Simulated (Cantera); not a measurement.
# Catalytic combustion on Pt

An isothermal plug-flow reactor at 1250 K and 2.86 atm (inlet), inlet velocity 0.13 m/s, active area per volume 1700 1/m; feed 0.332 % CH₄, 15.0 % O₂, 84.7 % N₂, equivalence ratio 0.044.

Cantera simulation using Deutschmann's 1995 Pt surface mechanism with GRI-Mech 3.0 gas chemistry; the numbers are that mechanism's predictions, not measurements. Catalytic surfaces can have several steady states; this one follows from the mechanism file's or the stated starting coverage. Mass transfer to the wall is taken as infinitely fast.

```csv
z (m),x CH₄,x O₂,x H₂O,x CO₂,x CO,θ free Pt,θ O*,θ OH*
0.00028,0.000918,0.145,0.00468,0.00230,1.60e-6,0.370,0.628,0.00125
0.0006,0.000197,0.144,0.00614,0.00303,6.17e-7,0.371,0.628,0.00143
0.0013,6.54e-6,0.143,0.00659,0.00327,6.45e-8,0.371,0.628,0.00148
0.0028,4.69e-9,0.143,0.00662,0.00330,1.25e-8,0.371,0.628,0.00148
0.006,3.02e-11,0.143,0.00664,0.00331,2.95e-9,0.371,0.628,0.00148
0.013,1.06e-11,0.143,0.00664,0.00332,3.27e-10,0.371,0.628,0.00148
0.028,4.32e-12,0.143,0.00664,0.00332,9.94e-11,0.371,0.628,0.00148
```
x: gas mole fraction; θ: surface coverage.
